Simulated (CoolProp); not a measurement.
Vapour pressure (MPa) of R115: the reference equation beside estimates from Tc = 353.1 K, pc = 3.129 MPa, ω = 0.248.

Model: reference Helmholtz-energy equation of state, Lemmon 2016, in CoolProp.

```tsv
T (K)	reference	Lee-Kesler	Peng-Robinson
215.4	0.04070	0.03995	0.04096
222.1	0.05777	0.05698	0.05793
228.9	0.08045	0.07970	0.08044
235.6	0.1091	0.1085	0.1089
242.4	0.1457	0.1454	0.1452
249.1	0.1904	0.1906	0.1896
255.9	0.2458	0.2466	0.2448
262.7	0.3126	0.3141	0.3114
269.4	0.3910	0.3934	0.3898
276.2	0.4848	0.4881	0.4839
282.9	0.5927	0.5970	0.5924
289.7	0.7194	0.7248	0.7203
296.4	0.8629	0.8693	0.8655
```

Absolute difference from the reference over all 13 rows, mean and median: Lee-Kesler 0.7 and 0.7 %, Peng-Robinson 0.3 and 0.3 %.
